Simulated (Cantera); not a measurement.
Al + N₂O + H₂ (aluminium nitride and oxide growth)

A closed system holds: 1 mol Al, 45 mol N₂O, 7.3 mol H₂, at 0.000870 bar.

Method: chemical equilibrium by Gibbs-energy minimisation in Cantera with the NASA 1993 tables (ideal gas, pure condensed phases). Candidate condensed phases: Al, AlN, Al₂O₃, H₂O; 35 gas species. The numbers say what is thermodynamically allowed, not how fast it happens.

```tsv
T (K)	log p N₂	log p O₂	log p H₂O	log p NO	n Al₂O₃(s)
750	-3.25	-3.65	-4.04	-9.16	0.500
825	-3.25	-3.65	-4.04	-8.58	0.500
900	-3.25	-3.65	-4.04	-8.10	0.500
975	-3.25	-3.65	-4.04	-7.69	0.500
1050	-3.25	-3.65	-4.04	-7.34	0.500
1125	-3.25	-3.65	-4.04	-7.04	0.500
1200	-3.25	-3.65	-4.04	-6.77	0.500
1275	-3.25	-3.65	-4.04	-6.54	0.500
1350	-3.26	-3.65	-4.04	-6.33	0.500
1425	-3.26	-3.65	-4.05	-6.14	0.500
1500	-3.26	-3.65	-4.05	-5.98	0.500
1575	-3.26	-3.65	-4.05	-5.82	0.500
1650	-3.26	-3.65	-4.05	-5.69	0.500
```
log p: log10 of the partial pressure in bar; n: condensed amount in mol.

From 750 K to 1650 K the condensed part is Al₂O₃(s).
